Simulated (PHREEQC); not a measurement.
PHREEQC input (ion-association model, wateq4f.dat):

```
SOLUTION_MASTER_SPECIES
  An  An-  0  An  62.0  # stands for a non-complexing anion
SOLUTION_SPECIES
  An- = An-
    -log_k 0
    -gamma 3.0 0
PHASES
  Fix_H+
    H+ = H+
    -log_k 0
SOLUTION 1
  temp 25
  units mmol/kgw
  pH 7 charge
  Cl 0.00188
  Ca 0.00094
  Na 10
  An 10
END
SELECTED_OUTPUT 1
  -reset false
  -pH true
  -pe true
  -ionic_strength true
  -water true
  -totals Ca Cl Na
  -molalities Hfo_wOH Hfo_wOH2+ Hfo_wO- Hfo_sOH Hfo_sOH2+ Hfo_sO- Hfo_sOHCa+2 Hfo_wOCa+
  -saturation_indices Portlandite Halite
USER_PUNCH 1
  -headings sigma psi
  10 PUNCH EDL("sigma", "Hfo"), EDL("psi", "Hfo")
PRINT
  -reset false
USE solution 1
SURFACE 1
  Hfo_wOH 0.000426966 600 0.19
  Hfo_sOH 1.06742e-05
EQUILIBRIUM_PHASES 1
  Fix_H+ -4 HAn 10
    -force_equality true
  O2(g) -0.68 10
END
# ... the last block is repeated for the other 16 points of pH, with NaOH or the acid as the point needs
```

Selected output (columns that matter, 15 of 17 rows; pH added in front):

```
pH	mu	Ca	Na	m_Hfo_wOH	m_Hfo_wOH2+	m_Hfo_wO-	m_Hfo_sOH	m_Hfo_sOH2+	m_Hfo_sO-	m_Hfo_sOHCa+2	si_Portlandite	si_Halite	sigma	psi
4	0.01024	9.4e-07	0.01	0.00017214	0.00025214	2.6923e-06	4.3035e-06	6.3034e-06	6.7307e-08	1.4228e-13	-21.003	-9.3987	0.21642	0.18482
4.38	0.010151	9.4e-07	0.01	0.00021686	0.00020485	5.2592e-06	5.4215e-06	5.1212e-06	1.3148e-07	4.2961e-13	-20.242	-9.3984	0.17316	0.17361
4.75	0.010102	9.4e-07	0.01	0.00025292	0.00016517	8.8727e-06	6.3231e-06	4.1292e-06	2.2182e-07	1.3171e-12	-19.502	-9.3982	0.1356	0.1612
5.12	0.010072	9.4e-07	0.01	0.00028043	0.000133	1.3546e-05	7.0107e-06	3.3249e-06	3.3864e-07	4.2346e-12	-18.761	-9.3981	0.10363	0.14753
5.88	0.010037	9.3994e-07	0.01	0.00031283	8.8917e-05	2.5214e-05	7.8209e-06	2.2229e-06	6.3035e-07	5.6214e-11	-17.241	-9.3979	0.055268	0.11573
6.25	0.010027	9.3977e-07	0.01	0.00032011	7.5942e-05	3.0912e-05	8.0027e-06	1.8985e-06	7.7278e-07	2.2021e-10	-16.501	-9.3979	0.039068	0.098484
6.62	0.010019	9.3902e-07	0.01	0.00032413	6.6826e-05	3.6015e-05	8.1025e-06	1.6705e-06	9.0029e-07	9.2479e-10	-15.761	-9.3978	0.026733	0.080202
7	0.010013	9.3544e-07	0.01	0.00032623	6.0308e-05	4.0427e-05	8.1525e-06	1.5071e-06	1.0103e-06	4.2888e-09	-15.003	-9.3978	0.017256	0.060525
7.38	0.010009	9.1801e-07	0.01	0.00032723	5.5692e-05	4.4046e-05	8.165e-06	1.3896e-06	1.099e-06	2.0561e-08	-14.251	-9.3978	0.01014	0.04017
7.75	0.010005	8.4262e-07	0.01	0.00032764	5.226e-05	4.7058e-05	8.1217e-06	1.2954e-06	1.1665e-06	9.0614e-08	-13.548	-9.3978	0.0046715	0.019949
8.12	0.010004	6.0445e-07	0.010002	0.00032773	4.9237e-05	4.9973e-05	7.9555e-06	1.1952e-06	1.2131e-06	3.1043e-07	-12.953	-9.3977	-9.1554e-05	-0.00040089
8.88	0.010017	6.4459e-08	0.010023	0.00032694	4.2989e-05	5.6961e-05	7.5637e-06	9.9456e-07	1.3178e-06	7.9811e-07	-12.405	-9.3968	-0.010683	-0.041935
9.25	0.010032	1.4627e-08	0.010043	0.00032579	3.9434e-05	6.1658e-05	7.5077e-06	9.0876e-07	1.4209e-06	8.3684e-07	-12.309	-9.396	-0.017753	-0.061696
9.62	0.010064	3.335e-09	0.01008	0.0003235	3.5144e-05	6.822e-05	7.4545e-06	8.0982e-07	1.572e-06	8.3788e-07	-12.211	-9.3945	-0.02714	-0.080805
10	0.010137	7.7888e-10	0.010161	0.000319	2.9909e-05	7.7944e-05	7.3595e-06	6.9001e-07	1.7982e-06	8.2646e-07	-12.084	-9.3914	-0.040102	-0.099501
```

Species that the database lacks are ignored.
